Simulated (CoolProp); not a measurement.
CH2F2 (R32) along the isotherm 256.4 K: density (kg/m³) from the reference equation and from simpler models built on Tc = 351.3 K, pc = 5783 kPa, ω = 0.277; each cubic takes its own stable root.

Model: reference Helmholtz-energy equation of state, Tillner-Roth 1997, in CoolProp.

```tsv
p (kPa)	phase	reference
183	gas	4.655
268	gas	6.963
394	gas	10.59
578	liquid	1111
849	liquid	1112
1250	liquid	1113
1830	liquid	1114
2680	liquid	1117
3940	liquid	1120
5780	liquid	1125
8490	liquid	1132
12500	liquid	1141
18300	liquid	1154
26800	liquid	1170
39400	liquid	1192
57800	liquid	1219
```

How far does each simpler model (van der Waals, Redlich-Kwong, Soave-Redlich-Kwong, Peng-Robinson) lie from the reference over these 16 states: mean and median of the absolute difference, and the worst?


- van der Waals: mean 47.9 %, median 46.4 %, worst -98.6 % at 256.4 K and 578 kPa
- Redlich-Kwong: mean 24.9 %, median 24.3 %, worst -98.6 % at 256.4 K and 578 kPa
- Soave-Redlich-Kwong: mean 18.0 %, median 21.6 %, worst -22.2 % at 256.4 K and 578 kPa
- Peng-Robinson: mean 9.7 %, median 11.5 %, worst -11.9 % at 256.4 K and 578 kPa

At some of these states van der Waals, Redlich-Kwong gives the other phase, because its saturation line lies elsewhere.
